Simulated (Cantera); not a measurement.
Input (Python, Cantera):

```python
import numpy as np
import cantera as ct

gas = ct.Solution("gri30.yaml")
gas.TPX = 2050, 4900, {'NO': 1, 'N2': 17}
reactor = ct.IdealGasConstPressureReactor(gas, energy="off", clone=False)
net = ct.ReactorNet([reactor])
net.rtol, net.atol = 1e-08, 1e-18
show = ['NO', 'N2O', 'N2', 'O2', 'O']
times = np.geomspace(0.0004, 3, 12)

steps = ct.SolutionArray(gas, extra=["t"])
rows = []
print(f"{'t/s':>10s}{'T/K':>9s}{'P/Pa':>11s}" + "".join(f"{s:>11s}" for s in show))
for t in times:
    while net.time < t:
        t_next = net.step()
        steps.append(gas.state, t=t_next)
    rows.append([np.interp(t, steps.t, y) for y in (steps.T, steps.P, *steps(*show).X.T)])
    print(f"{t:10.3e}{rows[-1][0]:9.1f}{rows[-1][1]:11.4g}" + "".join(f"{x:11.3e}" for x in rows[-1][2:]))
rate = np.gradient(steps.T, steps.t)
print("integrator steps:", len(steps.t))
if steps.T.max() > steps.T[0] + 200:
    print(f"time of steepest temperature rise: {steps.t[rate.argmax()]:.4e} s")
gas.TPX = 2050, 4900, {'NO': 1, 'N2': 17}
gas.equilibrate("TP")
print(f"equilibrium (TP): T = {gas.T:.1f} K  " + "  ".join(f"{s} {gas[s].X[0]:.3e}" for s in show))
```

Result:

```
       t/s      T/K       P/Pa         NO        N2O         N2         O2          O
 4.000e-04   2050.0       4900  5.556e-02  9.686e-08  9.444e-01  1.066e-10  1.032e-07
 9.002e-04   2050.0       4900  5.556e-02  2.092e-07  9.444e-01  5.537e-10  2.407e-07
 2.026e-03   2050.0       4900  5.555e-02  4.301e-07  9.444e-01  2.950e-09  5.810e-07
 4.559e-03   2050.0       4900  5.555e-02  7.983e-07  9.444e-01  1.641e-08  1.473e-06
 1.026e-02   2050.0       4900  5.555e-02  1.227e-06  9.444e-01  9.568e-08  3.874e-06
 2.309e-02   2050.0       4900  5.554e-02  1.461e-06  9.444e-01  5.660e-07  9.978e-06
 5.197e-02   2050.0       4900  5.552e-02  1.485e-06  9.444e-01  3.232e-06  2.402e-05
 1.170e-01   2050.0       4900  5.546e-02  1.469e-06  9.445e-01  1.760e-05  5.380e-05
 2.632e-01   2050.0       4900  5.526e-02  1.437e-06  9.445e-01  8.924e-05  1.061e-04
 5.923e-01   2050.0       4900  5.463e-02  1.382e-06  9.448e-01  3.755e-04  1.618e-04
 1.333e+00   2050.0       4900  5.289e-02  1.279e-06  9.457e-01  1.221e-03  2.111e-04
 3.000e+00   2050.0       4900  4.822e-02  1.043e-06  9.480e-01  3.513e-03  2.972e-04
integrator steps: 492
equilibrium (TP): T = 2050.0 K  NO 3.414e-03  N2O 4.697e-08  N2 9.702e-01  O2 2.571e-02  O 7.089e-04
```

Cantera simulation using GRI-Mech 3.0 (53 species, 325 reactions); the numbers are that mechanism's predictions, not measurements. Radical loss at walls, strong at low pressure, is not modelled.
